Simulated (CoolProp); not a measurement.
Model: reference Helmholtz-energy equation of state, Zhou 2016, in CoolProp.

Task: For R245ca, give the phase and the cv (kJ/(kg K)), Joule-Thomson coefficient (K/MPa) at 450 K and 0.0915 bar; 450 K and 0.197 bar; 450 K and 4.25 bar.

Result: 
- 450 K and 0.0915 bar: gas; cv 1.10, Joule-Thomson coefficient 7.37
- 450 K and 0.197 bar: gas; cv 1.10, Joule-Thomson coefficient 7.38
- 450 K and 4.25 bar: gas; cv 1.11, Joule-Thomson coefficient 7.72
